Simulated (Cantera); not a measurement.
Input: 1 mol Pb, 9.3 mol CO, 70 mol N₂, at 1.33 mbar.

These are equilibrium values from Cantera (NASA tables, ideal gas, pure condensed phases), not measurements of a reactor. Candidate condensed phases: C, Pb, PbO, PbO₂, Pb₃O₄; 27 gas species. Equilibrium is a limit: real reactors are often held back by kinetics, nucleation or transport. All values below are at 925 K.

Base state: N₂ 0.881, CO 0.117, Pb 0.00200, CO₂ 5.48e-5 (mole fractions); condensed: C(graphite) + Pb(l).

Task: What changes in the equilibrium state with this change: pressure from 1.33 mbar to 21.0 Pa?

Result: 
| species | before | after |
|---|---|---|
| N₂ | 0.881 | 0.872 |
| CO | 0.117 | 0.116 |
| Pb | 0.00200 | 0.0125 |
| CO₂ | 5.48e-5 | 8.47e-6 |
| C(graphite), mol | 0.00435 | 0 |
| Pb(l), mol | 0.841 | 0 |
